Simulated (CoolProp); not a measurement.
Properties of decamethylcyclopentasiloxane (D5) along the isotherm 620 K.

Values from CoolProp's reference Helmholtz-energy equation of state, Thol 2019.

```
p (MPa)          phase       Z  cp (kJ/(kg K))  cv (kJ/(kg K))  speed of sound (m/s)  isothermal compressibility (1/MPa)  expansivity (1/kK)
-------  -------------  ------  --------------  --------------  --------------------  ----------------------------------  ------------------
0.017              gas  0.9944           1.953           1.930                 118.0                               59.16               1.648
0.0303             gas  0.9900           1.954           1.931                 117.4                               33.34               1.676
0.0539             gas  0.9821           1.956           1.931                 116.5                               18.89               1.727
0.0958             gas  0.9679           1.960           1.933                 114.9                               10.79               1.824
0.17               gas  0.9421           1.966           1.935                 111.8                               6.259               2.017
0.303              gas  0.8931           1.981           1.940                 105.9                               3.728               2.447
0.539              gas  0.7954           2.021           1.950                 93.66                               2.424               3.677
0.958              gas  0.5460           2.355           1.981                 59.56                               2.655               14.20
1.7      supercritical  0.2434           2.399           1.991                 123.9                              0.1564               7.195
3.03     supercritical  0.3873           2.240           1.982                 196.7                             0.05189               3.481
5.39     supercritical  0.6350           2.179           1.978                 273.0                             0.02421               2.189
```
